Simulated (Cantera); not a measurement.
# Transport properties of process gases

Gas mixture: 14.4 % H₂O, 85.6 % O₂, at 20.0 Torr, frozen composition.

Cantera's kinetic-theory transport with the Lennard-Jones parameters of GRI-Mech 3.0, ideal gas; thermal conductivity in the multicomponent form. Polar gases are described roughly by these parameters.

| T (K) | ρ (kg/m³) | cp (J/kg/K) | μ (µPa s) | λ (mW/m/K) | Pr | D (cm²/s) C₂H₂ | D (cm²/s) CH₃ | D (cm²/s) CO₂ |
|---|---|---|---|---|---|---|---|---|
| 400 | 0.0240 | 1024 | 24.0 | 35.4 | 0.695 | 10.8 | 14.5 | 10.1 |
| 600 | 0.0160 | 1090 | 32.5 | 51.4 | 0.689 | 22.1 | 29.6 | 21.0 |
| 800 | 0.0120 | 1149 | 39.9 | 66.7 | 0.688 | 36.4 | 48.4 | 34.6 |
| 1000 | 0.00961 | 1194 | 46.6 | 81.0 | 0.687 | 53.2 | 70.6 | 50.8 |
| 1200 | 0.00801 | 1228 | 52.9 | 94.6 | 0.687 | 72.4 | 95.9 | 69.2 |
| 1400 | 0.00687 | 1258 | 58.7 | 108 | 0.686 | 93.9 | 124 | 89.7 |
| 1600 | 0.00601 | 1284 | 64.3 | 120 | 0.686 | 117 | 155 | 112 |
| 1800 | 0.00534 | 1307 | 69.6 | 132 | 0.686 | 143 | 189 | 137 |
| 2000 | 0.00481 | 1327 | 74.6 | 144 | 0.686 | 170 | 225 | 163 |
D: mixture-averaged diffusion coefficient of that species in the mixture.
